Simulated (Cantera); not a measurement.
Gas mixture: 78.1 % CO2, 21.9 % NO, at 6.60 bar, frozen composition.

Cantera's kinetic-theory transport with the Lennard-Jones parameters of GRI-Mech 3.0, ideal gas; thermal conductivity in the multicomponent form. The composition is frozen, though it would react at the higher temperatures.

D: mixture-averaged diffusion coefficient of that species in the mixture.

| T (K) | ρ (kg/m³) | cp (J/kg/K) | μ (µPa s) | λ (mW/m/K) | Pr | D (cm²/s) NO | D (cm²/s) O | D (cm²/s) H2 |
|---|---|---|---|---|---|---|---|---|
| 400 | 8.13 | 947.7 | 20.4 | 26.7 | 0.722 | 0.0401 | 0.0682 | 0.173 |
| 550 | 5.91 | 1044 | 26.5 | 38.1 | 0.726 | 0.0703 | 0.119 | 0.298 |
| 700 | 4.64 | 1117 | (withheld) | (withheld) | 0.728 | (withheld) | (withheld) | (withheld) |
| 850 | 3.82 | 1174 | (withheld) | (withheld) | 0.728 | (withheld) | (withheld) | (withheld) |
| 1000 | 3.25 | 1218 | 41.4 | 69.2 | 0.729 | 0.196 | 0.328 | 0.810 |
| 1150 | 2.83 | 1251 | 45.7 | 78.4 | 0.728 | 0.248 | 0.414 | 1.02 |

Problem. Some entries are withheld; supply them.

Solution. 
- 700, μ (µPa s): 32.0
- 700, λ (mW/m/K): 49.1
- 700, D (cm²/s) NO: 0.107
- 700, D (cm²/s) O: 0.179
- 700, D (cm²/s) H2: 0.447
- 850, μ (µPa s): 36.9
- 850, λ (mW/m/K): 59.4
- 850, D (cm²/s) NO: 0.149
- 850, D (cm²/s) O: 0.249
- 850, D (cm²/s) H2: 0.618
